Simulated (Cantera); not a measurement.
An adiabatic, constant-volume homogeneous reactor starts with CH4 : O2 : N2 = 1 : 0.952 : 3.58 (molar parts), at 1725 K and 1.00 bar. Integrator tolerance rtol = 1e-08.

Cantera simulation using GRI-Mech 3.0 (53 species, 325 reactions); the numbers are that mechanism's predictions, not measurements.

**Question.** What does this change do: initial temperature 1725 to 1150 K?

**Answer.** 
| quantity | before | after |
|---|---|---|
| time of steepest temperature rise | 0.201 ms | 0.136 s |
| temperature at 1.00 s | 2827 K | 2469 K |
| equilibrium temperature | 2827 K | 2469 K |
| x(CH4) at 1.00 s | 2.20e-11 (gas-phase equilibrium 2.46e-11) | 1.53e-10 (gas-phase equilibrium 1.73e-10) |
| x(O2) at 1.00 s | 0.000140 (gas-phase equilibrium 0.000140) | 4.71e-6 (gas-phase equilibrium 4.71e-6) |
| x(O) at 1.00 s | 0.000511 (gas-phase equilibrium 0.000511) | 1.69e-5 (gas-phase equilibrium 1.69e-5) |
| x(NO) at 1.00 s | 0.000816 (gas-phase equilibrium 0.000816) | 8.58e-5 (gas-phase equilibrium 8.58e-5) |
| x(HO2) at 1.00 s | 1.60e-7 (gas-phase equilibrium 1.60e-7) | 5.97e-9 (gas-phase equilibrium 5.97e-9) |
| x(CH3) at 1.00 s | 5.69e-11 (gas-phase equilibrium 6.38e-11) | 8.98e-11 (gas-phase equilibrium 1.01e-10) |

**Question.** What does this change do: initial temperature 1725 to 1000 K?

**Answer.** 
```csv
quantity,before,after
time of steepest temperature rise,0.201 ms,not reached
temperature at 1.00 s,2827 K,1006 K
equilibrium temperature,2827 K,2356 K
x(CH4) at 1.00 s,2.20e-11 (gas-phase equilibrium 2.46e-11),0.180 (gas-phase equilibrium 3.52e-10)
x(O2) at 1.00 s,0.000140 (gas-phase equilibrium 0.000140),0.171 (gas-phase equilibrium 1.30e-6)
x(O) at 1.00 s,0.000511 (gas-phase equilibrium 0.000511),1.50e-10 (gas-phase equilibrium 4.67e-6)
x(NO) at 1.00 s,0.000816 (gas-phase equilibrium 0.000816),<1e-12 (gas-phase equilibrium 3.65e-5)
x(HO2) at 1.00 s,1.60e-7 (gas-phase equilibrium 1.60e-7),1.10e-6 (gas-phase equilibrium 1.70e-9)
x(CH3) at 1.00 s,5.69e-11 (gas-phase equilibrium 6.38e-11),2.09e-6 (gas-phase equilibrium 1.18e-10)
```
